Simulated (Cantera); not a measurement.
Feed: 1 mol CCl₄, 0.072 mol Si, at 1225 K and 0.00133 bar.

Cantera equilibrium calculation (NASA polynomials, part measured and part estimated; ideal gas, pure solids and liquids). Candidate condensed phases: C, Si, SiC; 24 gas species. Rates play no part.

Base state: Cl₂ 0.815, Cl 0.151, SiCl₄ 0.0345 (mole fractions); condensed: C(graphite).

Question: What changes in the equilibrium state with this change: temperature from 1225 K to 773 K?

Answer: 
```tsv
species	before	after
Cl₂	0.815	0.962
SiCl₄	0.0345	0.0373
CCl₄	8.56e-7	0.000206
Cl	0.151	0.000131
C(graphite), mol	1.000	1.000
```
Gases not in the tables: chlorinated aromatics.
